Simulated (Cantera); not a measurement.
# Nitride etching: Si₃N₄ + HF + N₂

Input: 1 mol Si₃N₄, 1.4 mol HF, a varied amount of N₂, equilibrated at 1073 K and 255 Torr.

Cantera equilibrium calculation (NASA polynomials, part measured and part estimated; ideal gas, pure solids and liquids). Candidate condensed phases: Si, Si₃N₄; 37 gas species. The tables' values for SiF₃ are old estimates; treat these amounts as uncertain. The numbers say what is thermodynamically allowed, not how fast it happens.

| n(N₂) (mol) | log p N₂ | log p H₂ | log p SiF₄ | log p HF | log p SiHF₃ | log p SiF₃ | log p NH₃ | n Si₃N₄(s) |
|---|---|---|---|---|---|---|---|---|
| 0.43 | -0.88 | -0.86 | -1.16 | -3.50 | -3.70 | -5.06 | -5.16 | 0.883 |
| 0.59 | -0.83 | -0.90 | -1.20 | -3.52 | -3.76 | -5.10 | -5.19 | 0.883 |
| 0.8 | -0.77 | -0.94 | -1.24 | -3.55 | -3.82 | -5.14 | -5.23 | 0.883 |
| 1.1 | -0.72 | -1.00 | -1.30 | -3.58 | -3.91 | -5.20 | -5.29 | 0.883 |
| 1.5 | -0.67 | -1.07 | -1.37 | -3.62 | -4.00 | -5.25 | -5.37 | 0.883 |
| 2 | -0.64 | -1.14 | -1.44 | -3.67 | -4.09 | -5.31 | -5.46 | 0.883 |
| 2.8 | -0.60 | -1.24 | -1.54 | -3.74 | -4.22 | -5.39 | -5.58 | 0.883 |
| 3.8 | -0.57 | -1.33 | -1.63 | -3.80 | -4.34 | -5.47 | -5.71 | 0.883 |
| 5.1 | -0.55 | -1.43 | -1.73 | -3.87 | -4.47 | -5.54 | -5.85 | 0.883 |
| 7 | -0.53 | -1.54 | -1.84 | -3.95 | -4.61 | -5.63 | -6.01 | 0.884 |
| 9.5 | -0.51 | -1.66 | -1.96 | -4.04 | -4.76 | -5.72 | -6.17 | 0.884 |
log p: log10 of the partial pressure in bar; n: condensed amount in mol.

From 0.43 mol N₂ to 9.5 mol N₂ the condensed part is Si₃N₄(s). The main Si-bearing gas is SiF₄ throughout.
